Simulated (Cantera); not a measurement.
## Diamond growth

A diamond (100) surface in a fixed gas of H2 with x(CH4) = 0.026, x(CH3) = 0.00041, at 1200 K, 0.0760 bar; coverages are run to steady state.

Model: the Harris–Goodwin 1993 mechanism for the reconstructed diamond (100) surface, integrated in Cantera.

| x(H) | growth (µm/h) | θ c6HH | θ c6H* | θ c6*H | θ c6** | θ c6HM |
|---|---|---|---|---|---|---|
| 0.0001 | 0.467 | 0.608 | 0.0270 | 0.345 | 0.00428 | 0.00573 |
| 0.0002 | 1.04 | 0.536 | 0.0316 | 0.405 | 0.00834 | 0.00717 |
| 0.00041 | 2.08 | 0.488 | 0.0347 | 0.444 | 0.0139 | 0.00842 |
| 0.00083 | 3.76 | 0.461 | 0.0363 | 0.464 | 0.0196 | 0.00916 |
| 0.0017 | 6.50 | 0.446 | 0.0371 | 0.475 | 0.0242 | 0.00916 |
| 0.0034 | 10.5 | 0.439 | 0.0376 | 0.481 | 0.0272 | 0.00828 |
| 0.0069 | 15.8 | 0.436 | 0.0380 | 0.485 | 0.0291 | 0.00662 |
| 0.014 | 21.6 | 0.436 | 0.0384 | 0.488 | 0.0302 | 0.00463 |
| 0.028 | 26.5 | 0.436 | 0.0387 | 0.490 | 0.0308 | 0.00290 |
θ: site fractions in the mechanism's names (c6HH fully hydrogenated, c6H* and c6*H radical sites, c6** diradical, c6HM methylated).
